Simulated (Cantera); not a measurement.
Input: 1 mol NaCl, 0.056 mol HF, 29 mol N2, at 1050 °C and 78.0 Pa.

These are equilibrium values from Cantera (NASA tables, ideal gas, pure condensed phases), not measurements of a reactor. Candidate condensed phases: NH4Cl, Na, NaCl, NaF; 33 gas species. Kinetics and transport are ignored.

Question: What is the equilibrium state?

Answer: x(N2): 0.965
x(NaCl): 0.0329
x(HF): 0.00157
x(NaF): 0.000294
x(HCl): 0.000293
x(Na2Cl2): 1.65e-5
x(Cl): 1.55e-5
x(Na): 1.38e-5
gas amount: 30.06 mol
log10 activity of Na(l) (absent): -8.47
